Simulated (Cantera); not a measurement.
Feed: 1 mol SiC, 0.15 mol CO₂, 2.8 mol H₂, 0.31 mol N₂O, held at 1048.15 K and 2.60 bar.

Method: chemical equilibrium by Gibbs-energy minimisation in Cantera with the NASA 1993 tables (ideal gas, pure condensed phases). Candidate condensed phases: C, C₆H₆, C₇H₈, C₈H₁₈, H₂O, Si, SiC, SiO₂, Si₂N₂O, Si₃N₄; 151 gas species. Mutual solubility and eutectic melting of coexisting phases are not modelled. The numbers say what is thermodynamically allowed, not how fast it happens.

Base state: H₂ 0.882, CH₄ 0.118 (mole fractions); condensed: C(graphite) + SiC(s) + SiO₂(β-quartz) + Si₂N₂O(s).

What changes in the equilibrium state with this change: temperature from 1048.15 K to 973 K?


```tsv
species	before	after
H₂	0.882	0.791
CH₄	0.118	0.209
C(graphite), mol	0.625	0.436
SiC(s), mol	0.230	0.230
SiO₂(β-quartz), mol	0.150	0.150
Si₂N₂O(s), mol	0.310	0.310
```

What changes in the equilibrium state with this change: temperature from 1048.15 K to 1925 K?


```
species               before     after
-------------------  -------  --------
H₂                     0.882     0.815
CO                   2.57e-7     0.131
N₂                     <1e-9    0.0476
CH₄                    0.118  0.000433
SiO                    <1e-9   0.00442
HCN                    <1e-9   0.00102
H                    4.52e-9  0.000535
C(graphite), mol       0.625         0
SiC(s), mol            0.230     0.695
SiO₂(β-quartz), mol    0.150         0
Si₂N₂O(s), mol         0.310     0.145
```

What changes in the equilibrium state with this change: temperature from 1048.15 K to 1875 K?


| species | before | after |
|---|---|---|
| H₂ | 0.882 | 0.817 |
| CO | 2.57e-7 | 0.132 |
| N₂ | <1e-9 | 0.0458 |
| CH₄ | 0.118 | 0.000722 |
| SiO | <1e-9 | 0.00192 |
| HCN | <1e-9 | 0.00116 |
| H | 4.52e-9 | 0.000368 |
| HNC | <1e-9 | 5.17e-5 |
| C(graphite), mol | 0.625 | 0 |
| SiC(s), mol | 0.230 | 0.691 |
| SiO₂(β-quartz), mol | 0.150 | 0 |
| Si₂N₂O(s), mol | 0.310 | 0.151 |
